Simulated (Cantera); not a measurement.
A closed system holds: 1 mol HMDSO, 0.21 mol O3, 0.8 mol O2, held at 1177 °C and 0.150 Torr.

Equilibrium computed with Cantera from the NASA thermochemical tables; the gas is ideal and each condensed phase is pure. Candidate condensed phases: C, C6H6, C7H8, C8H18, H2O, Si, SiC, SiO2; 123 gas species. The feed counts by its element totals alone. Rates play no part.

Base state: H2 0.735, CO 0.264, H 0.000573, SiO 0.000416 (mole fractions); condensed: C(graphite) + SiC(s).

### Question
What changes in the equilibrium state with this change: O3 from 0.21 to 1.4 mol?

### Answer
```
species             before     after
----------------  --------  --------
H2                   0.735     0.569
CO                   0.264     0.342
SiO               0.000416    0.0886
H                 0.000573  0.000505
C(graphite), mol     0.780         0
SiC(s), mol           1.99     0.600
```

### Question
What changes in the equilibrium state with this change: O2 from 0.8 to 0.17 mol?

### Answer
```json
[
 {"species": "H2", "before": "0.735", "after": "0.820"},
 {"species": "CO", "before": "0.264", "after": "0.179"},
 {"species": "H", "before": "0.000573", "after": "0.000606"},
 {"species": "SiO", "before": "0.000416", "after": "0.000283"},
 {"species": "C(graphite), mol", "before": "0.780", "after": "2.04"},
 {"species": "SiC(s), mol", "before": "1.99", "after": "2.00"}
]
```
